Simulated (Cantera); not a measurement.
Charge: 1 mol PbS, 10 mol H2, held at 1227 °C and 1.00 bar.

Equilibrium computed with Cantera from the NASA thermochemical tables; the gas is ideal and each condensed phase is pure. Candidate condensed phases: Pb, PbS, S; 10 gas species. Rates play no part.

Base state: H2 0.884, PbS 0.0589, H2S 0.0324, Pb 0.0246, SH 0.000154, S2 0.000102, H 1.65e-5, Pb2 1.03e-5 (mole fractions); condensed: Pb(l).

Task: What changes in the equilibrium state with this change: temperature from 1227 °C to 1525 °C?

Result: 
| species | before | after |
|---|---|---|
| H2 | 0.884 | 0.873 |
| PbS | 0.0589 | 0.0538 |
| Pb | 0.0246 | 0.0369 |
| H2S | 0.0324 | 0.0331 |
| S | 4.10e-7 | 2.54e-5 |
| H | 1.65e-5 | 0.000329 |
| S2 | 0.000102 | 0.00121 |
| SH | 0.000154 | 0.00141 |
| Pb2 | 1.03e-5 | 1.02e-5 |
| Pb(l), mol | 0.0889 | 0 |
